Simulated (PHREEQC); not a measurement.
Make-up at 25 °C: 140 mmol/kgw NaHCO3. Closed to the air; pH follows from the charge balance.

Model: ion-association model, wateq4f.dat, run in PHREEQC.

Each row changes one thing in this solution. This is a speciation only: nothing precipitates in the calculation.

```tsv
case	pH	ionic strength (mol/kgw)	Na+ (mol/kgw)
as made	7.97	0.135	0.133
NaHCO3 from 0.14 to 0.28 mol/kgw	…	0.261	0.259
NaHCO3 replaced by NaOH at the same molality	13.01	0.140	0.140
NaHCO3 from 0.14 to 0.028 mol/kgw	8.15	0.0279	0.0276
NaHCO3 from 0.14 to 0.21 mol/kgw	…	0.199	0.197
```

Question: Fill in the missing entries.

Answer: 
- NaHCO3 from 0.14 to 0.28 mol/kgw, pH: 7.87
- NaHCO3 from 0.14 to 0.21 mol/kgw, pH: 7.91

Species that the database lacks are ignored.
